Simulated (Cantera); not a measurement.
**Stirred combustor or abatement burner**

A perfectly stirred reactor is fed with 3.24 % CH4, 0.777 % C2H6, 19.5 % O2, 73.5 % N2, 2.98 % H2O, at 1.00 atm; it is adiabatic with a 750 K inlet, and is followed from long to short residence time, starting on the burning branch (τ in s: 0.048, 0.018, 0.0065, 0.0024, 0.0009, 0.00033, 0.00012, 4.6e-05, 1.7e-05).

Model: GRI-Mech 3.0 (53 species, 325 reactions), integrated in Cantera.

```csv
τ (s),T (K),x CH4,x C2H6,x O2,x C2H2,x OH,x H2O2
0.048,1755,1.06e-5,6.23e-7,0.103,7.37e-7,0.00131,9.93e-8
0.018,1748,1.98e-5,1.21e-6,0.103,9.52e-7,0.00175,1.48e-7
0.0065,1736,3.82e-5,2.37e-6,0.103,1.13e-6,0.00232,2.22e-7
0.0024,1715,7.51e-5,4.66e-6,0.104,1.22e-6,0.00293,3.27e-7
0.00090,1680,0.000156,9.59e-6,0.105,1.27e-6,0.00347,4.82e-7
0.00033,1620,0.000393,2.37e-5,0.108,1.50e-6,0.00360,7.46e-7
0.00012,750,0.0324,0.00777,0.195,<1e-12,<1e-12,<1e-12
4.6e-5,750,0.0324,0.00777,0.195,<1e-12,<1e-12,<1e-12
1.7e-5,750,0.0324,0.00777,0.195,<1e-12,<1e-12,<1e-12
```
x: mole fraction; the columns are a selection and need not sum to one.
